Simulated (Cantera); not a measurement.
Adiabatic ignition

An adiabatic, constant-volume homogeneous reactor starts with CH3OH : O2 : N2 = 1 : 1.53 : 4.74 (molar parts), equivalence ratio 0.98, at 1725 K and 96000 Pa.

Computed with Cantera and GRI-Mech 3.0 (53 species, 325 reactions). GRI-Mech 3.0 was tuned for natural gas; its chemistry of methanol as a main component is partial and can be far from experiment.

| t (s) | T (K) | P (bar) | x CH3OH | x O2 | x CH3 | x HCO | x H2 | x N2O | x HCN |
|---|---|---|---|---|---|---|---|---|---|
| 2.00e-6 | 1725 | 0.960 | 0.137 | 0.210 | 8.06e-5 | 6.45e-8 | 0.000158 | 5.10e-10 | 3.10e-12 |
| 9.28e-6 | 1729 | 0.964 | 0.133 | 0.208 | 0.000116 | 1.74e-6 | 0.00134 | 1.36e-8 | 2.73e-11 |
| 4.31e-5 | 2700 | 1.78 | <1e-12 | 0.0425 | <1e-12 | 2.31e-7 | 0.0347 | 2.87e-7 | 1.45e-10 |
| 0.000200 | 2980 | 1.92 | <1e-12 | 0.0354 | <1e-12 | 1.79e-7 | 0.0293 | 8.56e-7 | 2.83e-9 |
| 0.000928 | 2971 | 1.91 | <1e-12 | 0.0324 | <1e-12 | 1.78e-7 | 0.0297 | 9.91e-7 | 5.32e-9 |
| 0.00431 | 2971 | 1.91 | <1e-12 | 0.0322 | <1e-12 | 1.77e-7 | 0.0298 | 9.98e-7 | 5.42e-9 |
| 0.0200 | 2971 | 1.91 | <1e-12 | 0.0322 | <1e-12 | 1.77e-7 | 0.0298 | 9.98e-7 | 5.42e-9 |
| 0.0928 | 2971 | 1.91 | <1e-12 | 0.0322 | <1e-12 | 1.77e-7 | 0.0298 | 9.98e-7 | 5.42e-9 |
| 0.431 | 2971 | 1.91 | <1e-12 | 0.0322 | <1e-12 | 1.77e-7 | 0.0298 | 9.98e-7 | 5.42e-9 |
| 2.00 | 2971 | 1.91 | <1e-12 | 0.0322 | <1e-12 | 1.77e-7 | 0.0298 | 9.98e-7 | 5.42e-9 |
x: mole fraction; the columns are a selection and need not sum to one.

The time of steepest temperature rise is 33.3 µs and the temperature at 2.00 s is 2971 K. The equilibrium temperature comes out as 2971 K, the x(CH3OH) at 2.00 s is <1e-12 (gas-phase equilibrium <1e-12) and the x(O2) at 2.00 s is 0.0322 (gas-phase equilibrium 0.0322). The x(CH3) at 2.00 s is <1e-12 (gas-phase equilibrium <1e-12).
